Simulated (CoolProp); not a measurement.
A closed Brayton cycle with carbon dioxide: compressor inlet 332.15 K and 9.2 MPa, high pressure 26.3 MPa, turbine inlet 725 K, compressor efficiency 0.89, turbine efficiency 0.85, recuperator effectiveness 0.9 (on enthalpy, no pinch check). Each further row changes one setting.

The numbers come from the reference Helmholtz-energy equation of state, Span 1996 in CoolProp.

```tsv
case	thermal efficiency (%)	net work (kJ/kg)	compressor to turbine work	compressor exit (K)	turbine exit (K)
as stated	27.0	57.6	0.48	418.5	613.8
turbine inlet 675 K	24.2	48.0	0.53	418.5	567.6
compressor inlet 342.15 K	25.2	51.1	0.54	435.1	613.8
high pressure 22.4 MPa	26.7	52.0	0.46	405.0	630.4
recuperator effectiveness 0.5	18.9	57.6	0.48	418.5	613.8
```
